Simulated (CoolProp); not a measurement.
Saturation properties of C3F8 (R218) (Tc = 71.9 °C, pc = 2.640 MPa, ω = 0.317).

Computed with CoolProp (reference Helmholtz-energy equation of state, Lemmon 2006). It is a short technical equation, of lower accuracy than the large ones.

```json
[
 {"T (°C)": "-24.65", "p (MPa)": "0.1701", "vapour density (kg/m³)": "[?]", "enthalpy of vaporisation (kJ/kg)": "100.5", "surface tension (mN/m)": "[?]", "liquid conductivity (mW/(m K))": "58.7"},
 {"T (°C)": "-19.05", "p (MPa)": "0.2119", "vapour density (kg/m³)": "20.67", "enthalpy of vaporisation (kJ/kg)": "98.27", "surface tension (mN/m)": "8.45", "liquid conductivity (mW/(m K))": "[?]"},
 {"T (°C)": "-13.45", "p (MPa)": "0.2611", "vapour density (kg/m³)": "25.28", "enthalpy of vaporisation (kJ/kg)": "[?]", "surface tension (mN/m)": "7.82", "liquid conductivity (mW/(m K))": "[?]"},
 {"T (°C)": "-7.85", "p (MPa)": "0.3185", "vapour density (kg/m³)": "30.69", "enthalpy of vaporisation (kJ/kg)": "93.46", "surface tension (mN/m)": "7.19", "liquid conductivity (mW/(m K))": "[?]"},
 {"T (°C)": "-2.25", "p (MPa)": "0.3850", "vapour density (kg/m³)": "37.00", "enthalpy of vaporisation (kJ/kg)": "90.89", "surface tension (mN/m)": "6.58", "liquid conductivity (mW/(m K))": "52.6"},
 {"T (°C)": "3.25", "p (MPa)": "0.4600", "vapour density (kg/m³)": "44.19", "enthalpy of vaporisation (kJ/kg)": "88.22", "surface tension (mN/m)": "5.99", "liquid conductivity (mW/(m K))": "51.1"},
 {"T (°C)": "8.85", "p (MPa)": "0.5471", "vapour density (kg/m³)": "52.69", "enthalpy of vaporisation (kJ/kg)": "85.36", "surface tension (mN/m)": "[?]", "liquid conductivity (mW/(m K))": "49.6"},
 {"T (°C)": "14.45", "p (MPa)": "0.6459", "vapour density (kg/m³)": "62.55", "enthalpy of vaporisation (kJ/kg)": "82.32", "surface tension (mN/m)": "4.81", "liquid conductivity (mW/(m K))": "48.1"},
 {"T (°C)": "20.05", "p (MPa)": "0.7574", "vapour density (kg/m³)": "74.01", "enthalpy of vaporisation (kJ/kg)": "79.08", "surface tension (mN/m)": "4.25", "liquid conductivity (mW/(m K))": "46.6"},
 {"T (°C)": "25.65", "p (MPa)": "0.8827", "vapour density (kg/m³)": "87.39", "enthalpy of vaporisation (kJ/kg)": "75.59", "surface tension (mN/m)": "3.69", "liquid conductivity (mW/(m K))": "[?]"},
 {"T (°C)": "31.25", "p (MPa)": "1.023", "vapour density (kg/m³)": "103.1", "enthalpy of vaporisation (kJ/kg)": "71.82", "surface tension (mN/m)": "3.15", "liquid conductivity (mW/(m K))": "43.7"}
]
```

### Question
Some entries are withheld; supply them.

### Answer

- -24.65, vapour density (kg/m³): 16.74
- -24.65, surface tension (mN/m): 9.09
- -19.05, liquid conductivity (mW/(m K)): 57.2
- -13.45, enthalpy of vaporisation (kJ/kg): 95.92
- -13.45, liquid conductivity (mW/(m K)): 55.6
- -7.85, liquid conductivity (mW/(m K)): 54.1
- 8.85, surface tension (mN/m): 5.39
- 25.65, liquid conductivity (mW/(m K)): 45.1

It boils at -36.8 °C under 1 atm.

Thermal conductivity comes from a separate model (Huber 2003), an estimate that may be off by 10 % or more. Surface tension comes from a separate correlation (Mulero 2012).
